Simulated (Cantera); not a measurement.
**Premixed flame**

A freely propagating, adiabatic, planar premixed flame of CH₄ : CO : O₂ : N₂ = 1 : 0.032 : 1.55 : 5.89 (molar parts), equivalence ratio 1.3, unburnt at 398 K and 0.440 bar; mixture-averaged transport, grid criteria slope 0.08 and curve 0.16, no radiation.

Detailed kinetics in Cantera: GRI-Mech 3.0 (53 species, 325 reactions). Burning velocities carry a grid error of a few per cent, more on coarse grids.

```tsv
z (mm)	T (K)	u (m/s)	x CH₄	x CO	x O₂	x H	x H₂	x NO
-2.76	398	0.561	0.118	0.00377	0.183	<1e-8	0.00149	<1e-8
-1.84	400	0.566	0.117	0.00379	0.182	<1e-8	0.00519	<1e-8
-1.38	411	0.584	0.116	0.00399	0.181	<1e-8	0.0104	3.11e-8
-0.920	511	0.736	0.108	0.00652	0.173	5.95e-7	0.0211	4.63e-7
-0.460	1013	1.49	0.0723	0.0257	0.131	0.000132	0.0371	5.08e-6
-0.230	1429	2.13	0.0386	0.0477	0.0860	0.000856	0.0446	1.08e-5
0	1781	2.68	0.00998	0.0693	0.0395	0.00368	0.0475	2.01e-5
0.230	1937	2.92	0.00109	0.0745	0.0137	0.00752	0.0444	3.39e-5
0.460	1976	2.97	7.59e-5	0.0701	0.00493	0.00968	0.0419	4.64e-5
0.920	1994	2.99	4.77e-7	0.0638	0.00167	0.0103	0.0419	5.85e-5
1.84	2011	3.01	<1e-8	0.0612	0.00113	0.00948	0.0427	6.51e-5
3.68	2033	3.04	<1e-8	0.0612	0.000818	0.00793	0.0428	6.79e-5
7.36	2058	3.07	<1e-8	0.0615	0.000493	0.00596	0.0428	7.02e-5
```
x: mole fraction of selected species; z is measured from the peak of heat release.

- laminar burning velocity = 56.0 cm/s
- thermal thickness = 0.920 mm
- peak x(H) = 0.0104
- peak x(H₂) = 0.0476
- grid points = 158
